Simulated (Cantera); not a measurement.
A closed system holds: 1 mol Si₃N₄, 0.19 mol H₂O, 39 mol H₂, at 0.133 bar.

Cantera equilibrium calculation (NASA polynomials, part measured and part estimated; ideal gas, pure solids and liquids). Candidate condensed phases: H₂O, Si, SiO₂, Si₂N₂O, Si₃N₄; 35 gas species. Mutual solubility and eutectic melting of coexisting phases are not modelled. Gases not in the tables: Si₂H₆ and higher silanes. Equilibrium is a limit: real reactors are often held back by kinetics, nucleation or transport.

**Question.** Which condensed phases are stable at each of these points (T (K)): 1523, 1598, 1673, 1748, 1823, 1898, 1973, 2048, 2123?

**Answer.** 
```csv
T (K),condensed phases,Si condensed (%)
1523,Si₂N₂O(s) + Si₃N₄(s),100.0
1598,Si(s) + Si₂N₂O(s) + Si₃N₄(s),99.9
1673,Si(s) + Si₂N₂O(s) + Si₃N₄(s),99.6
1748,Si(l) + Si₂N₂O(s) + Si₃N₄(s),98.5
1823,Si(l),93.6
1898,Si(l),93.4
1973,Si(l),93.1
2048,Si(l),92.5
2123,Si(l),91.1
```

At 1523 K the condensed part is Si₂N₂O(s) + Si₃N₄(s). From 1598 K to 1673 K the condensed part is Si(s) + Si₂N₂O(s) + Si₃N₄(s). At 1748 K the condensed part is Si(l) + Si₂N₂O(s) + Si₃N₄(s). From 1823 K to 2123 K the condensed part is Si(l).
